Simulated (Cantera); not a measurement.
Input (Python, Cantera) and output of one run.

```python
import numpy as np
import cantera as ct

gas_names = """
    Br Br2 H HBr HNO HNO2 HNO3 HO2 H2 H2O H2O2 N NH NH2 NH3 NH2OH NO NO2 NO3 N2 N2H2 N2H4 N2O O OH O2 O3
""".split()
cond_names = """
    Br2(cr) Br2(L) H2O(s) H2O(L)
""".split()


def load(file, names, dense=False):
    # The tables refer to 1 bar. Condensed volumes are neglected.
    table = {s.name: s for s in ct.Species.list_from_file(file)}
    out = []
    for n in names:
        d = dict(table[n].input_data)
        d["thermo"] = dict(d["thermo"], **{"reference-pressure": 1e5})
        if dense:
            d["equation-of-state"] = {"model": "constant-volume", "density": "1e6 g/cm^3"}
        out.append(ct.Species.from_dict(d))
    return out


gas = ct.Solution(thermo="ideal-gas", species=load("nasa_gas.yaml", gas_names))
cond = {s.name: ct.Solution(thermo="fixed-stoichiometry", species=[s], name=s.name)
        for s in load("nasa_condensed.yaml", cond_names, dense=True)}
atoms = {
    'HBr': {'H': 1, 'Br': 1},
    'H2O': {'H': 2, 'O': 1},
    'N2': {'N': 2},
}
top_T = {}  # K; cautious upper limits of use, not melting points


def equilibrate(T, P, feed):
    n = {}
    for name, mol in feed.items():
        for a, k in atoms[name].items():
            n[a] = n.get(a, 0.0) + k * mol
    gas.TPX = T, P, n
    mass = sum(n.values()) * gas.mean_molecular_weight
    gas.equilibrate("TP")
    valid = [c for c in cond.values() if c.min_temp <= T <= top_T.get(c.name, c.max_temp)]
    mix = ct.Mixture([(gas, mass / gas.mean_molecular_weight)] + [(c, 0.0) for c in valid])
    mix.T, mix.P = T, P
    mix.equilibrate("TP", solver="vcs", rtol=1e-11, max_steps=5000)
    return mix


results = []
feed = {'HBr': 1, 'H2O': 0.034, 'N2': 9.1}  # mol
T = 1073.15  # K
P = 13332.2  # Pa
mix = equilibrate(T, P, feed)
results.append((T, P, feed, dict(zip(mix.species_names, mix.species_moles))))
x = sorted(zip(gas.X, gas.species_names), reverse=True)
print(f"T = {T:g} K  P = {P:g} Pa  gas = {mix.phase_moles(0):.4g} mol")
print("   x: " + "  ".join(f"{s} {v:.3e}" for v, s in x if v > 1e-05))
print("   condensed (mol): " + ("  ".join(f"{mix.phase(i).name} {mix.phase_moles(i):.4g}"
      for i in range(1, mix.n_phases) if mix.phase_moles(i) > 1e-12) or "none"))
```

Result:

```
T = 1073.15 K  P = 13332.2 Pa  gas = 10.14 mol
   x: N2 8.978e-01  HBr 9.829e-02  H2O 3.355e-03  Br 2.632e-04  H2 1.879e-04  Br2 5.624e-05
   condensed (mol): none
```

Cantera equilibrium calculation (NASA polynomials, part measured and part estimated; ideal gas, pure solids and liquids).
